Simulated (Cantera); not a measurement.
Cantera run, input and output.

```python
import numpy as np
import cantera as ct

gas = ct.Solution("gri30.yaml")
gas.TPX = 1050, 1000000, {'CH2O': 0.0021, 'O2': 0.033, 'N2': 0.1}
inlet = ct.Reservoir(gas, clone=True)

reactor = ct.IdealGasConstPressureReactor(gas, energy="off", clone=False)
exhaust = ct.Reservoir(gas, clone=True)
tau = [0.41, 0.22, 0.12, 0.067, 0.037, 0.02, 0.011, 0.006][0]
for a, b in ((inlet, reactor), (reactor, exhaust)):
    ct.MassFlowController(a, b, mdot=lambda t: reactor.mass / tau)
net = ct.ReactorNet([reactor])
show = ['CH2O', 'O2', 'C2H', 'CH3', 'NO', 'H2', 'N2O']

rows = []
print(f"{'tau/s':>10s}{'T/K':>9s}" + "".join(f"{s:>11s}" for s in show))
for tau in [0.41, 0.22, 0.12, 0.067, 0.037, 0.02, 0.011, 0.006]:
    net.initial_time = 0.0
    net.advance(30 * tau)
    before = gas.X
    net.advance(40 * tau)
    drift = np.max(np.abs(gas.X - before) / (gas.X + 1e-9))
    rows.append([gas.T, *gas[show].X, drift])
    print(f"{tau:10.3e}{gas.T:9.1f}" + "".join(f"{x:11.3e}" for x in gas[show].X))
```

It prints:

```
     tau/s      T/K       CH2O         O2        C2H        CH3         NO         H2        N2O
 4.100e-01   1050.0  9.666e-05  2.303e-01  2.718e-32  1.490e-16  8.981e-13  4.400e-06  9.264e-08
 2.200e-01   1050.0  1.439e-04  2.308e-01  9.207e-32  3.163e-16  3.928e-13  7.901e-06  6.022e-08
 1.200e-01   1050.0  2.128e-04  2.313e-01  2.803e-31  6.372e-16  1.675e-13  1.356e-05  3.832e-08
 6.700e-02   1050.0  3.116e-04  2.319e-01  7.465e-31  1.202e-15  7.153e-14  2.197e-05  2.416e-08
 3.700e-02   1050.0  4.626e-04  2.326e-01  1.799e-30  2.199e-15  2.985e-14  3.426e-05  1.481e-08
 2.000e-02   1050.0  7.027e-04  2.333e-01  3.837e-30  3.927e-15  1.238e-14  5.108e-05  8.820e-09
 1.100e-02   1050.0  1.067e-03  2.339e-01  6.752e-30  6.607e-15  5.454e-15  7.009e-05  5.341e-09
 6.000e-03   1050.0  1.656e-03  2.346e-01  9.904e-30  1.069e-14  2.394e-15  8.857e-05  3.252e-09
```

Detailed kinetics in Cantera: GRI-Mech 3.0 (53 species, 325 reactions).
